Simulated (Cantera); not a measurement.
A perfectly stirred reactor is fed with CH4 : C2H6 : C3H8 : O2 : N2 = 1 : 0.19 : 0.36 : 4.91 : 18.4 (molar parts), equivalence ratio 0.91, at 500000 Pa; it is adiabatic with a 400 K inlet, and is followed from long to short residence time, starting on the burning branch (τ in s: 0.024, 0.012, 0.0055, 0.0026, 0.0012, 0.00059, 0.00028, 0.00013, 6.4e-05).

Detailed kinetics in Cantera: GRI-Mech 3.0 (53 species, 325 reactions). GRI-Mech 3.0 was tuned for natural gas; its chemistry of propane as a main component is partial and can be far from experiment.

Q: What does this change do: inlet temperature 400 to 300 K?

A: 
```csv
quantity,before,after
"blow-out, bracketed by the residence times tried","burning at 64.0 µs, the shortest tried","burning at 64.0 µs, the shortest tried"
x(CH4) at τ = 24.0 ms,2.05e-6,2.71e-6
x(C2H6) at τ = 24.0 ms,4.31e-8,5.92e-8
x(C3H8) at τ = 24.0 ms,9.42e-8,1.22e-7
x(NO) at τ = 24.0 ms,0.00109,0.000619
x(OH) at τ = 24.0 ms,0.00302,0.00247
x(CH4) at τ = 1.20 ms,2.18e-5,2.57e-5
x(C2H6) at τ = 1.20 ms,7.15e-7,9.06e-7
x(C3H8) at τ = 1.20 ms,1.41e-6,1.72e-6
x(NO) at τ = 1.20 ms,0.000255,0.000178
x(OH) at τ = 1.20 ms,0.00452,0.00401
```

Q: What does this change do: inlet temperature 400 to 623 K?

A: 
| quantity | before | after |
|---|---|---|
| blow-out, bracketed by the residence times tried | burning at 64.0 µs, the shortest tried | burning at 64.0 µs, the shortest tried |
| x(CH4) at τ = 24.0 ms | 2.05e-6 | 1.10e-6 |
| x(C2H6) at τ = 24.0 ms | 4.31e-8 | 2.26e-8 |
| x(C3H8) at τ = 24.0 ms | 9.42e-8 | 5.46e-8 |
| x(NO) at τ = 24.0 ms | 0.00109 | 0.00298 |
| x(OH) at τ = 24.0 ms | 0.00302 | 0.00462 |
| x(CH4) at τ = 1.20 ms | 2.18e-5 | 1.49e-5 |
| x(C2H6) at τ = 1.20 ms | 7.15e-7 | 4.19e-7 |
| x(C3H8) at τ = 1.20 ms | 1.41e-6 | 9.06e-7 |
| x(NO) at τ = 1.20 ms | 0.000255 | 0.000614 |
| x(OH) at τ = 1.20 ms | 0.00452 | 0.00591 |
